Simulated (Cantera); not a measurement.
Equilibrium for silicon oxide and oxynitride deposition: SiH4 + O3 + N2 + CO2

Charge: 1 mol SiH4, 0.45 mol O3, 3.3 mol N2, 29 mol CO2, at 0.00133 bar.

Cantera equilibrium calculation (NASA polynomials, part measured and part estimated; ideal gas, pure solids and liquids). Candidate condensed phases: C, C6H6, C7H8, C8H18, H2O, Si, SiC, SiO2, Si2N2O, Si3N4; 151 gas species. The tables hold silica as quartz up to 1696 K and as liquid above; real silica turns to tridymite and cristobalite and melts near 1996 K. Equilibrium is a limit: real reactors are often held back by kinetics, nucleation or transport.

At 550 °C the condensed part is SiO2(α-quartz). From 625 °C to 1375 °C the condensed part is SiO2(β-quartz). From 1450 °C to 1525 °C the condensed part is SiO2(condensed).

```
T (°C)  x CO2    x N2    x CO   x H2O     x H2      x O2  n SiO2(α-quartz)  n SiO2(β-quartz)  n SiO2(condensed)
------  -----  ------  ------  ------  -------  --------  ----------------  ----------------  -----------------
550     0.782  0.0962  0.0639  0.0450   0.0133    <1e-12              1.00                 0                  0
625     0.778  0.0962  0.0675  0.0485  0.00978    <1e-12                 0              1.00                  0
700     0.776  0.0962  0.0699  0.0509  0.00740    <1e-12                 0              1.00                  0
775     0.774  0.0962  0.0715  0.0525  0.00576    <1e-12                 0              1.00                  0
850     0.773  0.0962  0.0726  0.0537  0.00462    <1e-12                 0              1.00                  0
925     0.772  0.0962  0.0735  0.0545  0.00380  2.29e-11                 0              1.00                  0
1000    0.771  0.0962  0.0741  0.0551  0.00320  6.31e-10                 0              1.00                  0
1075    0.771  0.0962  0.0745  0.0556  0.00274   1.20e-8                 0              1.00                  0
1150    0.771  0.0962  0.0749  0.0559  0.00240   1.67e-7                 0              1.00                  0
1225    0.770  0.0962  0.0751  0.0562  0.00212   1.78e-6                 0             1.000                  0
1300    0.770  0.0962  0.0754  0.0563  0.00191   1.51e-5                 0             1.000                  0
1375    0.770  0.0962  0.0758  0.0564  0.00173  0.000105                 0             1.000                  0
1450    0.768  0.0961  0.0769  0.0564  0.00161  0.000597                 0                 0              1.000
1525    0.761  0.0958  0.0813  0.0559  0.00157   0.00267                 0                 0              0.998
```
x: gas mole fraction; n: condensed amount in mol.
